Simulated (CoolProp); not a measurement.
The fluid at 298.15 K and 7.87 MPa expands adiabatically to 0.572 MPa with isentropic efficiency 0.9. The same conditions are run with several fluids, on thermodynamics alone (safety and materials aside).

Computed with CoolProp (reference Helmholtz-energy equation of state of each fluid (CF4 (R14): Platzer 1990; fluorine: de Reuck 1990; ethylene: Smukala 2000; methane: Setzmann 1991; C2F6 (R116): Lemmon 2006)). The equations of Platzer and Polt are older, rougher fits.

Q: Rank CF4 (R14), fluorine, ethylene, methane, C2F6 (R116) by work (kJ/kg), highest first.

A: methane (231), fluorine (104), ethylene (65.0), CF4 (R14) (40.8), C2F6 (R116) (12.1)

```json
[
 {"fluid": "CF4 (R14)", "final temperature (K)": "183.8", "final phase": "gas", "final density (kg/m³)": "36.9"},
 {"fluid": "fluorine", "final temperature (K)": "155.4", "final phase": "gas", "final density (kg/m³)": "17.3"},
 {"fluid": "ethylene", "final temperature (K)": "205.7", "final phase": "two-phase, vapour fraction 0.568", "final density (kg/m³)": "18.3"},
 {"fluid": "methane", "final temperature (K)": "160.0", "final phase": "gas", "final density (kg/m³)": "7.45"},
 {"fluid": "C2F6 (R116)", "final temperature (K)": "234.7", "final phase": "two-phase, vapour fraction 0.615", "final density (kg/m³)": "76.0"}
]
```
